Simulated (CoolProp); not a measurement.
Properties of c-C4F8 (RC318) along the isobar 0.101 MPa (Tc = 115.2 °C, pc = 2.778 MPa, ω = 0.355).

The numbers come from the reference Helmholtz-energy equation of state, Platzer 1990 in CoolProp. This equation is an older, rougher fit.

```json
[
 {"T (°C)": "95.85", "phase": "gas", "Z": "0.9856", "Joule-Thomson coefficient (K/MPa)": "8.494", "conductivity (mW/(m K))": "___"},
 {"T (°C)": "103.35", "phase": "gas", "Z": "0.9865", "Joule-Thomson coefficient (K/MPa)": "___", "conductivity (mW/(m K))": "17.5"},
 {"T (°C)": "110.85", "phase": "gas", "Z": "0.9874", "Joule-Thomson coefficient (K/MPa)": "7.610", "conductivity (mW/(m K))": "___"},
 {"T (°C)": "118.25", "phase": "gas", "Z": "0.9882", "Joule-Thomson coefficient (K/MPa)": "___", "conductivity (mW/(m K))": "18.5"},
 {"T (°C)": "125.75", "phase": "gas", "Z": "0.9890", "Joule-Thomson coefficient (K/MPa)": "6.862", "conductivity (mW/(m K))": "19.0"},
 {"T (°C)": "133.25", "phase": "gas", "Z": "0.9897", "Joule-Thomson coefficient (K/MPa)": "___", "conductivity (mW/(m K))": "19.6"},
 {"T (°C)": "140.75", "phase": "gas", "Z": "0.9904", "Joule-Thomson coefficient (K/MPa)": "6.217", "conductivity (mW/(m K))": "20.1"},
 {"T (°C)": "148.25", "phase": "gas", "Z": "0.9910", "Joule-Thomson coefficient (K/MPa)": "5.928", "conductivity (mW/(m K))": "___"},
 {"T (°C)": "155.65", "phase": "gas", "Z": "0.9915", "Joule-Thomson coefficient (K/MPa)": "5.663", "conductivity (mW/(m K))": "21.1"},
 {"T (°C)": "163.15", "phase": "gas", "Z": "0.9920", "Joule-Thomson coefficient (K/MPa)": "5.412", "conductivity (mW/(m K))": "21.7"},
 {"T (°C)": "170.65", "phase": "gas", "Z": "0.9925", "Joule-Thomson coefficient (K/MPa)": "5.178", "conductivity (mW/(m K))": "22.2"},
 {"T (°C)": "178.15", "phase": "gas", "Z": "0.9930", "Joule-Thomson coefficient (K/MPa)": "4.959", "conductivity (mW/(m K))": "22.7"},
 {"T (°C)": "185.55", "phase": "gas", "Z": "0.9934", "Joule-Thomson coefficient (K/MPa)": "4.756", "conductivity (mW/(m K))": "23.2"},
 {"T (°C)": "193.05", "phase": "gas", "Z": "0.9938", "Joule-Thomson coefficient (K/MPa)": "4.564", "conductivity (mW/(m K))": "23.7"},
 {"T (°C)": "200.55", "phase": "gas", "Z": "0.9942", "Joule-Thomson coefficient (K/MPa)": "___", "conductivity (mW/(m K))": "24.3"},
 {"T (°C)": "208.05", "phase": "gas", "Z": "0.9945", "Joule-Thomson coefficient (K/MPa)": "4.213", "conductivity (mW/(m K))": "24.8"}
]
```

Task: Fill in the missing entries.

Result: 
- 95.85, conductivity (mW/(m K)): 16.9
- 103.35, Joule-Thomson coefficient (K/MPa): 8.033
- 110.85, conductivity (mW/(m K)): 18.0
- 118.25, Joule-Thomson coefficient (K/MPa): 7.224
- 133.25, Joule-Thomson coefficient (K/MPa): 6.527
- 148.25, conductivity (mW/(m K)): 20.6
- 200.55, Joule-Thomson coefficient (K/MPa): 4.383

Thermal conductivity comes from a separate model (Huber 2003), an estimate that may be off by 10 % or more.
